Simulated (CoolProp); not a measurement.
Aqueous propylene glycol as a coolant, 29 % by mass, freezing at -12.2 °C, 1 atm.

The numbers come from the Melinder's fits for secondary coolants in CoolProp.

```tsv
T (°C)	viscosity (mPa s)	Prandtl number	density (kg/m³)	cp (kJ/(kg K))
-6.7	9.63	85.6	1032	3.799
-2.9	7.84	69.5	1031	3.809
0.9	6.46	57.0	1030	3.819
4.8	5.36	47.0	1029	3.830
8.6	4.51	39.4	1028	3.840
12.4	3.84	33.4	1026	3.850
16.2	3.29	28.5	1025	3.860
20	2.85	24.6	1023	3.870
23.8	2.49	21.4	1021	3.880
27.6	2.19	18.7	1019	3.890
31.4	1.95	16.6	1017	3.900
```
